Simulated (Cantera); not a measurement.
What does this Cantera script print?

```python
import numpy as np
import cantera as ct

gas_names = [...]  # 113 gases of nasa_gas.yaml made of C, Cu, H, O
cond_names = """
    C(gr) C6H6(L) C7H8(L) C8H18(L),n-octa Cu(cr) Cu(L) CuO(s) CuO2H2(s) Cu2O(s) Cu2O(L) H2O(s) H2O(L)
""".split()


# ... load() reads the species with a 1 bar reference pressure and builds the phases ...
atoms = {
    'CuO': {'Cu': 1, 'O': 1},
    'CH4': {'C': 1, 'H': 4},
    'H2': {'H': 2},
}
top_T = {'C(gr)': 4500, 'CuO(s)': 1390}  # K; cautious upper limits of use, not melting points


# ... equilibrate(T, P, feed) seeds the gas with the atoms and calls Mixture.equilibrate('TP', solver="vcs", rtol=1e-11, max_steps=5000) ...
results = []
feed = {'CuO': 1, 'CH4': 1.2, 'H2': 5.1}  # mol
P = 36  # Pa
for T in [1750, 1800, 1850, 1900, 1950, 2000, 2050, 2100, 2150, 2200, 2250, 2300, 2350, 2400]:
    mix = equilibrate(T, P, feed)
    results.append((T, P, feed, dict(zip(mix.species_names, mix.species_moles))))
    x = sorted(zip(gas.X, gas.species_names), reverse=True)
    print(f"T = {T:g} K  P = {P:g} Pa  gas = {mix.phase_moles(0):.4g} mol")
    print("   x: " + "  ".join(f"{s} {v:.3e}" for v, s in x if v > 1e-06))
    print("   condensed (mol): " + ("  ".join(f"{mix.phase(i).name} {mix.phase_moles(i):.4g}"
          for i in range(1, mix.n_phases) if mix.phase_moles(i) > 1e-12) or "none"))
```

It prints:

```
T = 1750 K  P = 36 Pa  gas = 9.551 mol
   x: H2 7.797e-01  CO 1.047e-01  Cu 1.047e-01  H 1.082e-02  C2H2,acetylene 8.959e-05  Cu2 2.026e-05
   condensed (mol): C(gr) 0.1983
T = 1800 K  P = 36 Pa  gas = 9.579 mol
   x: H2 7.745e-01  CO 1.044e-01  Cu 1.044e-01  H 1.661e-02  C2H2,acetylene 1.358e-04  Cu2 1.388e-05
   condensed (mol): C(gr) 0.1974
T = 1850 K  P = 36 Pa  gas = 9.62 mol
   x: H2 7.670e-01  CO 1.040e-01  Cu 1.039e-01  H 2.487e-02  C2H2,acetylene 2.006e-04  Cu2 9.681e-06
   condensed (mol): C(gr) 0.1961
T = 1900 K  P = 36 Pa  gas = 9.676 mol
   x: H2 7.566e-01  CO 1.033e-01  Cu 1.033e-01  H 3.638e-02  C2H2,acetylene 2.889e-04  Cu2 6.851e-06
   condensed (mol): C(gr) 0.1944
T = 1950 K  P = 36 Pa  gas = 9.754 mol
   x: H2 7.425e-01  CO 1.025e-01  Cu 1.025e-01  H 5.206e-02  C2H2,acetylene 4.058e-04  Cu2 4.910e-06
   condensed (mol): C(gr) 0.1921
T = 2000 K  P = 36 Pa  gas = 9.859 mol
   x: H2 7.237e-01  CO 1.014e-01  Cu 1.014e-01  H 7.291e-02  C2H2,acetylene 5.559e-04  Cu2 3.554e-06  C2H 1.049e-06
   condensed (mol): C(gr) 0.189
T = 2050 K  P = 36 Pa  gas = 10 mol
   x: H2 6.993e-01  CO 1.000e-01  Cu 1.000e-01  H 9.998e-02  C2H2,acetylene 7.424e-04  Cu2 2.592e-06  C2H 2.346e-06
   condensed (mol): C(gr) 0.1851
T = 2100 K  P = 36 Pa  gas = 10.18 mol
   x: H2 6.684e-01  H 1.343e-01  CO 9.820e-02  Cu 9.819e-02  C2H2,acetylene 9.655e-04  C2H 5.016e-06  Cu2 1.901e-06
   condensed (mol): C(gr) 0.1802
T = 2150 K  P = 36 Pa  gas = 10.42 mol
   x: H2 6.303e-01  H 1.765e-01  CO 9.597e-02  Cu 9.597e-02  C2H2,acetylene 1.221e-03  C2H 1.027e-05  C3 2.379e-06  C 1.707e-06  Cu2 1.398e-06
   condensed (mol): C(gr) 0.1742
T = 2200 K  P = 36 Pa  gas = 10.72 mol
   x: H2 5.848e-01  H 2.270e-01  CO 9.331e-02  Cu 9.331e-02  C2H2,acetylene 1.499e-03  C2H 2.015e-05  C3 6.711e-06  C 4.242e-06  C4H2 1.564e-06  Cu2 1.029e-06
   condensed (mol): C(gr) 0.1671
T = 2250 K  P = 36 Pa  gas = 11.08 mol
   x: H2 5.322e-01  H 2.855e-01  CO 9.023e-02  Cu 9.023e-02  C2H2,acetylene 1.781e-03  C2H 3.792e-05  C3 1.805e-05  C 1.012e-05  C4H2 2.435e-06  C2 1.589e-06
   condensed (mol): C(gr) 0.1588
T = 2300 K  P = 36 Pa  gas = 11.52 mol
   x: H2 4.733e-01  H 3.509e-01  CO 8.678e-02  Cu 8.678e-02  C2H2,acetylene 2.045e-03  C2H 6.849e-05  C3 4.646e-05  C 2.324e-05  C2 4.126e-06  C4H2 3.620e-06
   condensed (mol): C(gr) 0.1491
T = 2350 K  P = 36 Pa  gas = 12.04 mol
   x: H 4.210e-01  H2 4.103e-01  CO 8.308e-02  Cu 8.308e-02  C2H2,acetylene 2.263e-03  C2H 1.187e-04  C3 1.147e-04  C 5.150e-05  C2 1.028e-05  C4H2 5.126e-06  CH 1.108e-06  C2H2,vinylidene 1.027e-06
   condensed (mol): C(gr) 0.1373
T = 2400 K  P = 36 Pa  gas = 12.62 mol
   x: H 4.928e-01  H2 3.456e-01  CO 7.927e-02  Cu 7.927e-02  C2H2,acetylene 2.409e-03  C3 2.724e-04  C2H 1.977e-04  C 1.104e-04  C2 2.464e-05  C4H2 6.910e-06  CH 1.910e-06  C2H2,vinylidene 1.319e-06
   condensed (mol): C(gr) 0.1214
```

These are equilibrium values from Cantera (NASA tables, ideal gas, pure condensed phases), not measurements of a reactor.
